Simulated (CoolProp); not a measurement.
Saturated liquid density (kg/m³) of cyclopropane: the reference equation beside estimates from Tc = 398.7 K, pc = 5.605 MPa, ω = 0.131. Rackett uses Z = 0.29056 − 0.08775 ω.

The numbers come from the reference Helmholtz-energy equation of state, Polt 1992 in CoolProp. This equation is an older, rougher fit; its heat capacities, sound speeds and derivatives of the liquid may be far off and weren't checked against measurements.

```csv
T (K),reference,Rackett,van der Waals,Redlich-Kwong,Soave-Redlich-Kwong,Peng-Robinson
314.7,592.3,577.6,371.4,526.6,537.9,610.2
317.9,586.8,572.4,367.9,520.3,531.7,603.2
321,581.4,567.3,364.4,514.1,525.5,596.2
324.2,575.7,561.9,360.8,507.5,519.0,588.8
327.3,570.1,556.5,357.2,501.0,512.6,581.5
330.4,564.4,551.1,353.5,494.4,505.9,573.9
333.6,558.3,545.3,349.6,487.3,498.9,565.8
336.7,552.3,539.6,345.7,480.3,491.9,557.8
339.9,546.0,533.6,341.6,472.9,484.4,549.3
343,539.6,527.6,337.5,465.5,477.0,540.7
```

Absolute difference from the reference over all 10 rows, mean and median: Rackett 2.4 and 2.4 %, van der Waals 37.4 and 37.4 %, Redlich-Kwong 12.3 and 12.3 %, Soave-Redlich-Kwong 10.3 and 10.2 %, Peng-Robinson 1.7 and 1.8 %.
